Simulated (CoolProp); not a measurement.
A closed Brayton cycle with nitrogen: compressor inlet 324.15 K and 1.2 MPa, high pressure 2.26 MPa, turbine inlet 960 K, compressor efficiency 0.89, turbine efficiency 0.9, recuperator effectiveness 0 (on enthalpy, no pinch check). Each further row changes one setting.

Computed with CoolProp (reference Helmholtz-energy equation of state, Span 2000).

| case | thermal efficiency (%) | net work (kJ/kg) | compressor to turbine work | compressor exit (K) | turbine exit (K) |
|---|---|---|---|---|---|
| as stated | 12.1 | 75.4 | 0.50 | 396.6 | 829.1 |
| turbine inlet 910 K | 12.0 | 67.5 | [?] | 396.6 | [?] |
| compressor inlet 334.15 K | 12.0 | [?] | 0.52 | 408.7 | 829.1 |
| high pressure 1.92 MPa | 9.3 | 59.6 | [?] | 376.7 | 861.1 |
| recuperator effectiveness 0.5 | 19.5 | 75.4 | 0.50 | 396.6 | 829.1 |

Problem. What belongs in the gaps?

Solution. 
- turbine inlet 910 K, compressor to turbine work: 0.53
- turbine inlet 910 K, turbine exit (K): 784.8
- compressor inlet 334.15 K, net work (kJ/kg): 73.0
- high pressure 1.92 MPa, compressor to turbine work: 0.48
